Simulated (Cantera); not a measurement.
A closed system holds: 1 mol PbI2, 0.58 mol H2, held at 1898.15 K and 1.00 bar.

These are equilibrium values from Cantera (NASA tables, ideal gas, pure condensed phases), not measurements of a reactor. Candidate condensed phases: I2, Pb, PbI2; 10 gas species. The tables' values for PbI4 are old estimates; treat these amounts as uncertain. Kinetics and transport are ignored.

What is the equilibrium state?


```json
{
  "x(H2)": "0.226",
  "x(I)": "0.224",
  "x(PbI2)": "0.207",
  "x(PbI)": "0.195",
  "x(HI)": "0.0844",
  "x(Pb)": "0.0604",
  "x(I2)": "0.00241",
  "x(PbI4)": "0.00121",
  "x(H)": "0.000372",
  "gas_amount": "2.160 mol",
  "log10 activity of Pb(l) (absent)": "-0.92",
  "log10 activity of I2(l) (absent)": "-4.81"
}
```
